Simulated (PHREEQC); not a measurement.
Make-up at 16 °C: 0.047 mol/kgw H2S and 0.066 mol/kgw Na2CO3. Closed to the air; pH follows from the charge balance.

Equilibrium calculation in PHREEQC: ion-association model, phreeqc.dat.

Precipitation was switched off in this run.

**Question.** Predict the pH.

**Answer.** pH 9.53.

**Question.** In which forms is Na present?

**Answer.** Na+ 94 %, NaCO3- 4.9 %, NaHCO3 1.4 % of the Na.
